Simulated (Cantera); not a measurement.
Charge: 1 mol Cu, 3.2 mol F2, 0.88 mol H2, held at 0.00133 bar.

Method: chemical equilibrium by Gibbs-energy minimisation in Cantera with the NASA 1993 tables (ideal gas, pure condensed phases). Candidate condensed phases: Cu, CuF2; 15 gas species. Rates play no part.

Problem. What share of the Cu ends up in condensed phases as a function of T (K), at 925, 950, 975, 1000, 1025, 1050, 1075, 1100, 1125, 1150?

Solution. 
| T (K) | Cu condensed (%) | as |
|---|---|---|
| 925 | 99.7 | CuF2(s) |
| 950 | 99.3 | CuF2(s) |
| 975 | 98.3 | CuF2(s) |
| 1000 | 96.2 | CuF2(s) |
| 1025 | 91.8 | CuF2(s) |
| 1050 | 82.9 | CuF2(s) |
| 1075 | 65.1 | CuF2(s) |
| 1100 | 28.7 | CuF2(s) |
| 1125 | 0.0 | - |
| 1150 | 0.0 | - |
